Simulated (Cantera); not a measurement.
Input: 1 mol Zr, 19 mol N₂, 26 mol H₂, at 0.100 bar.

Cantera equilibrium calculation (NASA polynomials, part measured and part estimated; ideal gas, pure solids and liquids). Candidate condensed phases: Zr, ZrN; 11 gas species. ZrN: taken at fixed stoichiometry. The numbers say what is thermodynamically allowed, not how fast it happens. All values below are at 2323 K.

Base state: H₂ 0.564, N₂ 0.410, H 0.0259 (mole fractions); condensed: ZrN(s).

What changes in the equilibrium state with this change: pressure from 0.100 bar to 2.80e-5 bar?


```csv
species,before,after
H,0.0259,0.621
N₂,0.410,0.286
H₂,0.564,0.0910
Zr,6.35e-9,0.00162
"ZrN(s), mol",1.00,0.895
```
